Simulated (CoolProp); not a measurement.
Ethylene at several states: fugacity coefficient from the reference equation and from simpler models built on Tc = 9.2 °C, pc = 5.042 MPa, ω = 0.087; each cubic takes its own stable root.

Values from CoolProp's reference Helmholtz-energy equation of state, Smukala 2000.

| T (°C) | p (MPa) | phase | reference |
|---|---|---|---|
| -80.15 | 19.4 | liquid | 0.02984 |
| -117.25 | 0.0343 | gas | 0.9859 |
| 119.95 | 0.0373 | gas | 0.9991 |
| -114.15 | 4.97 | liquid | 0.01239 |
| 157.45 | 2.12 | gas | 0.9661 |

### Question
How far does each simpler model (van der Waals, Redlich-Kwong, Soave-Redlich-Kwong, Peng-Robinson) lie from the reference over these 5 states: mean and median of the absolute difference, and the worst?

### Answer
- van der Waals: mean 143.3 %, median 0.8 %, worst +490.3 % at -114.15 °C and 4.97 MPa
- Redlich-Kwong: mean 2.2 %, median 0.4 %, worst +9.0 % at -80.15 °C and 19.4 MPa
- Soave-Redlich-Kwong: mean 0.7 %, median 0.2 %, worst +2.5 % at -80.15 °C and 19.4 MPa
- Peng-Robinson: mean 1.4 %, median 0.7 %, worst -4.6 % at -80.15 °C and 19.4 MPa
